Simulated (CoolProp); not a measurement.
The numbers come from the reference Helmholtz-energy equation of state, Lemmon 2005 in CoolProp. It is a short technical equation, of lower accuracy than the large ones.

Task: For cis-2-butene, give the phase and the density (kg/m³), cv (kJ/(kg K)), Joule-Thomson coefficient (K/MPa), isothermal compressibility (1/MPa) at 109.55 °C and 45.7 bar; 188.55 °C and 45.7 bar.

Result: 
- 109.55 °C and 45.7 bar: liquid; density 508, cv 1.79, Joule-Thomson coefficient 0.212, isothermal compressibility 0.00903
- 188.55 °C and 45.7 bar: supercritical; density 114, cv 2.10, Joule-Thomson coefficient 11.7, isothermal compressibility 0.445
